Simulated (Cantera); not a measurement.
Feed: 1 mol SiH2Cl2, 5.2 mol H2O, at 353 Torr.

These are equilibrium values from Cantera (NASA tables, ideal gas, pure condensed phases), not measurements of a reactor. Candidate condensed phases: H2O, Si, SiO2; 30 gas species. The tables hold silica as quartz up to 1696 K and as liquid above; real silica turns to tridymite and cristobalite and melts near 1996 K. Gases not in the tables: Si(OH)4. Rates play no part.

x: gas mole fraction; n: condensed amount in mol.

```json
[
 {"T (°C)": "377", "x H2O": "0.444", "x HCl": "0.278", "x H2": "0.278", "x H": "<1e-12", "x Cl": "<1e-12", "n SiO2(α-quartz)": "1.00", "n SiO2(β-quartz)": "0", "n SiO2(condensed)": "0"},
 {"T (°C)": "477", "x H2O": "0.444", "x HCl": "0.278", "x H2": "0.278", "x H": "<1e-12", "x Cl": "<1e-12", "n SiO2(α-quartz)": "1.00", "n SiO2(β-quartz)": "0", "n SiO2(condensed)": "0"},
 {"T (°C)": "577", "x H2O": "0.444", "x HCl": "0.278", "x H2": "0.278", "x H": "1.58e-11", "x Cl": "1.58e-11", "n SiO2(α-quartz)": "0", "n SiO2(β-quartz)": "1.00", "n SiO2(condensed)": "0"},
 {"T (°C)": "677", "x H2O": "0.444", "x HCl": "0.278", "x H2": "0.278", "x H": "4.28e-10", "x Cl": "4.07e-10", "n SiO2(α-quartz)": "0", "n SiO2(β-quartz)": "1.00", "n SiO2(condensed)": "0"},
 {"T (°C)": "777", "x H2O": "0.444", "x HCl": "0.278", "x H2": "0.278", "x H": "6.24e-9", "x Cl": "5.69e-9", "n SiO2(α-quartz)": "0", "n SiO2(β-quartz)": "1.00", "n SiO2(condensed)": "0"},
 {"T (°C)": "877", "x H2O": "0.444", "x HCl": "0.278", "x H2": "0.278", "x H": "5.74e-8", "x Cl": "5.05e-8", "n SiO2(α-quartz)": "0", "n SiO2(β-quartz)": "1.00", "n SiO2(condensed)": "0"},
 {"T (°C)": "977", "x H2O": "0.444", "x HCl": "0.278", "x H2": "0.278", "x H": "3.72e-7", "x Cl": "3.18e-7", "n SiO2(α-quartz)": "0", "n SiO2(β-quartz)": "1.00", "n SiO2(condensed)": "0"},
 {"T (°C)": "1077", "x H2O": "0.444", "x HCl": "0.278", "x H2": "0.278", "x H": "1.83e-6", "x Cl": "1.53e-6", "n SiO2(α-quartz)": "0", "n SiO2(β-quartz)": "1.00", "n SiO2(condensed)": "0"},
 {"T (°C)": "1177", "x H2O": "0.444", "x HCl": "0.278", "x H2": "0.278", "x H": "[?]", "x Cl": "[?]", "n SiO2(α-quartz)": "0", "n SiO2(β-quartz)": "1.00", "n SiO2(condensed)": "0"},
 {"T (°C)": "1277", "x H2O": "0.444", "x HCl": "0.278", "x H2": "0.278", "x H": "2.42e-5", "x Cl": "1.93e-5", "n SiO2(α-quartz)": "0", "n SiO2(β-quartz)": "1.00", "n SiO2(condensed)": "0"},
 {"T (°C)": "1377", "x H2O": "0.444", "x HCl": "0.278", "x H2": "0.278", "x H": "6.98e-5", "x Cl": "5.47e-5", "n SiO2(α-quartz)": "0", "n SiO2(β-quartz)": "1.000", "n SiO2(condensed)": "0"},
 {"T (°C)": "1477", "x H2O": "0.444", "x HCl": "0.278", "x H2": "0.278", "x H": "0.000179", "x Cl": "0.000138", "n SiO2(α-quartz)": "0", "n SiO2(β-quartz)": "0", "n SiO2(condensed)": "1.000"},
 {"T (°C)": "1577", "x H2O": "0.444", "x HCl": "0.277", "x H2": "0.278", "x H": "[?]", "x Cl": "[?]", "n SiO2(α-quartz)": "0", "n SiO2(β-quartz)": "0", "n SiO2(condensed)": "1.000"},
 {"T (°C)": "1677", "x H2O": "0.444", "x HCl": "0.277", "x H2": "0.277", "x H": "0.000881", "x Cl": "0.000659", "n SiO2(α-quartz)": "0", "n SiO2(β-quartz)": "0", "n SiO2(condensed)": "1.000"}
]
```

### Question
Fill in the missing entries.

### Answer

- 1577, x H: 0.000414
- 1577, x Cl: 0.000314
- 1177, x H: 7.27e-6
- 1177, x Cl: 5.92e-6
